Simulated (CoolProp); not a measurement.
Vapour-liquid equilibrium of CHF3 (R23) (1) + R152A (2) at 650 kPa; x and y are mole fractions of (1).

The numbers come from the multi-fluid Helmholtz-energy mixture model, Penoncello 2003 and Outcalt 1996; pair parameters Bell 2016 in CoolProp.

| x | bubble temperature (K) | y at the bubble point | dew temperature at overall composition x (K) | liquid density (mol/L) |
|---|---|---|---|---|
| 0.05 | 293.8 | 0.210 | 299.4 | 13.86 |
| 0.15 | 280.8 | 0.509 | 296.0 | 14.52 |
| 0.25 | 270.2 | 0.691 | 292.2 | 15.12 |
| 0.35 | 261.5 | 0.802 | 288.2 | 15.66 |
| 0.45 | [?] | 0.872 | 283.7 | 16.16 |
| 0.55 | 248.4 | 0.917 | 278.7 | [?] |
| 0.65 | [?] | 0.948 | 272.9 | 17.05 |
| 0.75 | 239.2 | [?] | 265.9 | [?] |
| 0.85 | 235.6 | 0.984 | 256.8 | 17.81 |
| 0.95 | [?] | 0.995 | 243.1 | 18.14 |

Problem. Some entries are withheld; supply them.

Solution. 
- 0.45, bubble temperature (K): 254.3
- 0.55, liquid density (mol/L): 16.62
- 0.65, bubble temperature (K): 243.5
- 0.75, y at the bubble point: 0.969
- 0.75, liquid density (mol/L): 17.45
- 0.95, bubble temperature (K): 232.4

No azeotrope shows between x = 0.05 and 0.95.

Pair parameters are fitted to limited data, so mixtures are less certain than the pure fluids.
